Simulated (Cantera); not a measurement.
Standard-state values (1 bar) from the NASA 1993 polynomials, evaluated with Cantera. Values are per mole of reaction as written; species without (g) are pure solids or liquids, kept so even where they would boil at 1 bar.

Question: Between 300 and 2348 K, where is each reaction favourable under standard conditions?
- Cu + 2 F(g) → CuF2(g)
- 3 CuF2(g) + 2 N(g) → 2 NF3(g) + 3 Cu

Answer: 
- Cu + 2 F(g) → CuF2(g): ΔG° is -401 kJ at 300 K and -173 kJ at 2348 K; it stays negative (K > 1). ΔH° is -472 kJ and ΔS° -127 J/K at 2348 K.
- 3 CuF2(g) + 2 N(g) → 2 NF3(g) + 3 Cu: ΔG° is -262 kJ at 300 K and 646 kJ at 2348 K; it changes sign between 300 and 1348 K. ΔH° is -289 kJ and ΔS° -398 J/K at 2348 K.
